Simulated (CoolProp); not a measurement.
Isopentane along the isobar 5.85 bar: fugacity coefficient from the reference equation and from simpler models built on Tc = 460.3 K, pc = 33.78 bar, ω = 0.227; each cubic takes its own stable root.

Computed with CoolProp (reference Helmholtz-energy equation of state, Lemmon 2006). It is a short technical equation, of lower accuracy than the large ones.

| T (K) | phase | reference |
|---|---|---|
| 412.2 | gas | 0.9153 |
| 420.2 | gas | 0.9205 |
| 428.2 | gas | 0.9253 |
| 436.2 | gas | 0.9297 |
| 444.1 | gas | 0.9337 |
| 452.1 | gas | 0.9375 |
| 460.1 | gas | 0.9410 |
| 468.1 | gas | 0.9443 |
| 476.1 | gas | 0.9473 |
| 484 | gas | 0.9501 |
| 492 | gas | 0.9528 |
| 500 | gas | 0.9552 |

How far does each simpler model (Redlich-Kwong, Soave-Redlich-Kwong, Peng-Robinson) lie from the reference over these 12 states: mean and median of the absolute difference, and the worst?


- Redlich-Kwong: mean 0.2 %, median 0.1 %, worst +0.5 % at 412.2 K and 5.85 bar
- Soave-Redlich-Kwong: mean 0.1 %, median 0.1 %, worst +0.2 % at 412.2 K and 5.85 bar
- Peng-Robinson: mean 0.6 %, median 0.6 %, worst -0.6 % at 444.1 K and 5.85 bar
